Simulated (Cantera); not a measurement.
What does this Cantera script print?

```python
import numpy as np
import cantera as ct

gas_names = """
    C CH CH2 CH3 CH2OH CH3O CH4 CH3OH CO CO2 COOH C2 C2H CHCO,ketyl C2H2,acetylene C2H2,vinylidene
    CH2CO,ketene C2H3,vinyl CH3CO,acetyl C2H4 C2H4O,ethylen CH3CHO,ethanal CH3COOH (HCOOH)2 C2H5 C2H6
    CH3OCH3 C2H5OH C2O C3 C3H3,propargyl C3H4,allene C3H4,propyne C3H4,cyclo- C3H5,allyl C3H6,propylene
    C3H6,cyclo- C3H6O C3H7,n-propyl C3H7,i-propyl C3H8 C3H8O,1propanol C3H8O,2propanol C3O2 C4 C4H2
    C4H4,1,3-cyclo- C4H6,butadiene C4H6,2-butyne C4H6,cyclo- C4H8,1-butene C4H8,cis2-buten
    C4H8,tr2-butene C4H8,isobutene C4H8,cyclo- (CH3COOH)2 C4H9,n-butyl C4H9,i-butyl C4H9,s-butyl
    C4H9,t-butyl C4H10,isobutane C4H10,n-butane C5 C5H6,1,3cyclo- C5H8,cyclo- C5H10,1-pentene
    C5H10,cyclo- C5H11,pentyl C5H11,t-pentyl C5H12,n-pentane C5H12,i-pentane CH3C(CH3)2CH3 C6H2
    C6H5,phenyl C6H5O,phenoxy C6H6 C6H5OH,phenol C6H10,cyclo- C6H12,1-hexene C6H12,cyclo- C6H13,n-hexyl
    C7H7,benzyl C7H8 C7H8O,cresol C7H14,1-heptene C7H15,n-heptyl C7H16,n-heptane C8H8,styrene
    C8H10,ethylbenz C8H16,1-octene C8H17,n-octyl C8H18,isooctane C8H18,n-octane C9H19,n-nonyl
    C10H8,naphthale C10H21,n-decyl C12H9,o-bipheny C12H10,bipheny Fe FeC5O5 FeO Fe(OH)2 H HCO HO2 H2
    HCHO,formaldehy HCOOH H2O H2O2 O OH O2 O3
""".split()
cond_names = """
    C(gr) C6H6(L) C7H8(L) C8H18(L),n-octa Fe(a) Fe(c) Fe(d) Fe(L) FeC5O5(L) FeO(s) FeO(L) Fe(OH)2(s)
    Fe(OH)3(s) Fe2O3(s) Fe3O4(s) H2O(s) H2O(L)
""".split()


def load(file, names, dense=False):
    # The tables refer to 1 bar. Condensed volumes are neglected.
    table = {s.name: s for s in ct.Species.list_from_file(file)}
    out = []
    for n in names:
        d = dict(table[n].input_data)
        d["thermo"] = dict(d["thermo"], **{"reference-pressure": 1e5})
        if dense:
            d["equation-of-state"] = {"model": "constant-volume", "density": "1e6 g/cm^3"}
        out.append(ct.Species.from_dict(d))
    return out


gas = ct.Solution(thermo="ideal-gas", species=load("nasa_gas.yaml", gas_names))
cond = {s.name: ct.Solution(thermo="fixed-stoichiometry", species=[s], name=s.name)
        for s in load("nasa_condensed.yaml", cond_names, dense=True)}
atoms = {
    'Fe(CO)5': {'Fe': 1, 'C': 5, 'O': 5},
    'O2': {'O': 2},
    'H2': {'H': 2},
}
top_T = {'C(gr)': 4500, 'Fe2O3(s)': 1830, 'Fe3O4(s)': 1870}  # K; cautious upper limits of use, not melting points


def equilibrate(T, P, feed):
    n = {}
    for name, mol in feed.items():
        for a, k in atoms[name].items():
            n[a] = n.get(a, 0.0) + k * mol
    gas.TPX = T, P, n
    mass = sum(n.values()) * gas.mean_molecular_weight
    gas.equilibrate("TP")
    valid = [c for c in cond.values() if c.min_temp <= T <= top_T.get(c.name, c.max_temp)]
    mix = ct.Mixture([(gas, mass / gas.mean_molecular_weight)] + [(c, 0.0) for c in valid])
    mix.T, mix.P = T, P
    mix.equilibrate("TP", solver="gibbs", rtol=1e-10, max_steps=50000)
    return mix


results = []
feed = {'Fe(CO)5': 1, 'O2': 0.028, 'H2': 64}  # mol
P = 2500  # Pa
for T in [825, 875, 925, 975, 1025, 1075, 1125, 1175, 1225, 1275, 1325, 1375]:
    mix = equilibrate(T, P, feed)
    results.append((T, P, feed, dict(zip(mix.species_names, mix.species_moles))))

top = {s: max(r[3][s] / sum(r[3][g] for g in gas_names) for r in results) for s in gas_names}
cols = sorted((s for s in top if top[s] > 1e-06), key=lambda s: -top[s])[:8]
seen = [c for c in cond_names if any(r[3].get(c, 0) > 1e-12 for r in results)]
print("log10 of partial pressures in bar; condensed amounts in mol")
print(f"{'T/K':>10s}" + "".join(f"{s[:9]:>10s}" for s in cols + seen))
for T, P, feed, n in results:
    ng = sum(n[g] for g in gas_names)
    print(f"{T:10.4g}" + "".join(f"{np.log10(max(n[s] / ng * P / 1e5, 1e-99)):10.3f}" for s in cols)
          + "".join(f"{n.get(c, 0):10.4g}" for c in seen))
```

Result:

```
log10 of partial pressures in bar; condensed amounts in mol
       T/K        H2        CO       CH4       H2O       CO2         H     Fe(a)     Fe(c)
       825    -1.643    -2.873    -3.341    -3.405    -4.082   -11.922         1         0
       875    -1.639    -2.792    -3.714    -3.744    -4.476   -11.119         1         0
       925    -1.637    -2.762    -4.090    -4.054    -4.874   -10.403         1         0
       975    -1.636    -2.750    -4.466    -4.314    -5.225    -9.760         1         0
      1025    -1.635    -2.746    -4.855    -4.507    -5.504    -9.179         1         0
      1075    -1.635    -2.744    -5.268    -4.625    -5.702    -8.651         1         0
      1125    -1.635    -2.743    -5.698    -4.682    -5.830    -8.170         1         0
      1175    -1.635    -2.742    -6.123    -4.703    -5.917    -7.729         1         0
      1225    -1.635    -2.742    -6.527    -4.709    -5.983    -7.324         0         1
      1275    -1.635    -2.742    -6.904    -4.710    -6.038    -6.950         0         1
      1325    -1.635    -2.742    -7.254    -4.709    -6.087    -6.604         0         1
      1375    -1.635    -2.742    -7.579    -4.708    -6.131    -6.283         0         1
```

Equilibrium computed with Cantera from the NASA thermochemical tables; the gas is ideal and each condensed phase is pure.
